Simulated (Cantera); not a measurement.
An isothermal, constant-pressure homogeneous reactor starts with 1.57 % H₂, 98.4 % O₂, at 1325 K and 6.08 Torr.

Detailed kinetics in Cantera: GRI-Mech 3.0 (53 species, 325 reactions). Radical loss at walls, strong at low pressure, is not modelled.

x: mole fraction; the columns are a selection and need not sum to one.

```csv
t (s),x H₂,x O₂,x OH,x HO₂,x H₂O₂
4.00e-5,0.0157,0.984,___,2.94e-9,<1e-12
0.000102,0.0157,0.984,___,7.50e-9,<1e-12
0.000261,0.0157,0.984,___,1.92e-8,5.14e-12
0.000666,0.0157,0.984,___,4.89e-8,3.25e-11
0.00170,0.0157,0.984,___,1.26e-7,1.97e-10
0.00434,0.0144,0.983,___,5.33e-7,3.01e-9
0.0111,0.000110,0.970,0.00177,5.22e-7,1.38e-8
0.0283,9.46e-5,0.970,0.00170,5.05e-7,1.31e-8
0.0722,8.77e-5,0.971,0.00164,4.88e-7,1.29e-8
0.184,7.31e-5,0.973,___,4.48e-7,1.24e-8
0.471,4.84e-5,0.977,___,3.67e-7,1.12e-8
1.20,2.18e-5,0.981,___,2.39e-7,8.56e-9
3.07,6.40e-6,0.983,___,1.13e-7,4.96e-9
7.83,1.44e-6,0.984,___,4.07e-8,2.09e-9
20.0,3.13e-7,0.984,___,1.58e-8,7.07e-10
```

### Question
Complete the blanks.

### Answer

- 4.00e-5, x OH: 1.02e-9
- 0.000102, x OH: 4.63e-9
- 0.000261, x OH: 1.79e-8
- 0.000666, x OH: 8.47e-8
- 0.00170, x OH: 1.25e-6
- 0.00434, x OH: 0.000619
- 0.184, x OH: 0.00149
- 0.471, x OH: 0.00122
- 1.20, x OH: 0.000819
- 3.07, x OH: 0.000445
- 7.83, x OH: 0.000211
- 20.0, x OH: 9.85e-5
